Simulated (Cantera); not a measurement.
A Cantera script and what it prints.

```python
import numpy as np
import cantera as ct

gas_names = """
    H HO2 H2 H2O H2O2 O OH O2 O3 Si SiH SiH2 SiH3 SiH4 SiO SiO2 Si2 Si3
""".split()
cond_names = """
    H2O(s) H2O(L) Si(cr) Si(L) SiO2(Lqz) SiO2(hqz) SiO2(L)
""".split()


# ... load() reads the species with a 1 bar reference pressure and builds the phases ...
atoms = {
    'SiH4': {'Si': 1, 'H': 4},
    'O2': {'O': 2},
}
top_T = {}  # K; cautious upper limits of use, not melting points


# ... equilibrate(T, P, feed) seeds the gas with the atoms and calls Mixture.equilibrate('TP', solver="vcs", rtol=1e-11, max_steps=5000) ...
results = []
feed = {'SiH4': 1, 'O2': 13}  # mol
T = 1575  # K
for P in [5, 15, 45, 140, 410, 1200, 3700, 11000, 33000, 100000]:
    mix = equilibrate(T, P, feed)
    results.append((T, P, feed, dict(zip(mix.species_names, mix.species_moles))))

top = {s: max(r[3][s] / sum(r[3][g] for g in gas_names) for r in results) for s in gas_names}
cols = sorted((s for s in top if top[s] > 1e-05), key=lambda s: -top[s])[:9]
seen = [c for c in cond_names if any(r[3].get(c, 0) > 1e-12 for r in results)]
print("log10 of partial pressures in bar; condensed amounts in mol")
print(f"{'P/Pa':>10s}" + "".join(f"{s[:9]:>10s}" for s in cols + seen))
for T, P, feed, n in results:
    ng = sum(n[g] for g in gas_names)
    print(f"{P:10.4g}" + "".join(f"{np.log10(max(n[s] / ng * P / 1e5, 1e-99)):10.3f}" for s in cols)
          + "".join(f"{n.get(c, 0):10.4g}" for c in seen))
```

Output:

```
log10 of partial pressures in bar; condensed amounts in mol
      P/Pa        O2       H2O        OH         O        H2         H SiO2(hqz)
         5    -4.375    -5.119    -6.821    -7.158    -8.240    -8.501         1
        15    -3.897    -4.641    -6.462    -6.919    -8.000    -8.381         1
        45    -3.420    -4.163    -6.103    -6.680    -7.761    -8.262         1
       140    -2.927    -3.669    -5.733    -6.434    -7.514    -8.138         1
       410    -2.460    -3.202    -5.383    -6.200    -7.280    -8.021         1
      1200    -1.994    -2.735    -5.033    -5.967    -7.046    -7.904         1
      3700    -1.505    -2.246    -4.666    -5.723    -6.801    -7.782         1
   1.1e+04    -1.031    -1.772    -4.311    -5.486    -6.565    -7.664         1
   3.3e+04    -0.554    -1.295    -3.953    -5.247    -6.326    -7.544         1
     1e+05    -0.073    -0.813    -3.592    -5.007    -6.085    -7.424         1
```

Cantera equilibrium calculation (NASA polynomials, part measured and part estimated; ideal gas, pure solids and liquids). The tables hold silica as quartz up to 1696 K and as liquid above; real silica turns to tridymite and cristobalite and melts near 1996 K. Gases not in the tables: Si(OH)4.
